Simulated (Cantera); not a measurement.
Input: 1 mol n-butane, 7.2 mol H2, held at 1877 °C and 0.100 bar.

These are equilibrium values from Cantera (NASA tables, ideal gas, pure condensed phases), not measurements of a reactor. Candidate condensed phases: C, C6H6, C7H8, C8H18; 76 gas species. Kinetics and transport are ignored.

Base state: H2 0.985, H 0.0132, C2H2 (acetylene) 0.00191, CH4 2.85e-5 (mole fractions); condensed: C(graphite).

Problem. What changes in the equilibrium state with this change: temperature from 1877 °C to 2550 °C?

Solution. 
```csv
species,before,after
H2,0.985,0.732
H,0.0132,0.240
C2H2 (acetylene),0.00191,0.0264
C3,8.57e-9,0.000419
C2,<1e-9,4.11e-5
C,6.15e-9,8.47e-5
"C(graphite), mol",3.95,3.19
```

Problem. What changes in the equilibrium state with this change: pressure from 0.100 bar to 0.960 bar?

Solution. 
```json
[
 {"species": "H2", "before": "0.985", "after": "0.993"},
 {"species": "H", "before": "0.0132", "after": "0.00429"},
 {"species": "C2H2 (acetylene)", "before": "0.00191", "after": "0.00192"},
 {"species": "CH4", "before": "2.85e-5", "after": "0.000278"},
 {"species": "CH3", "before": "7.40e-6", "after": "2.32e-5"},
 {"species": "C(graphite), mol", "before": "3.95", "after": "3.95"}
]
```
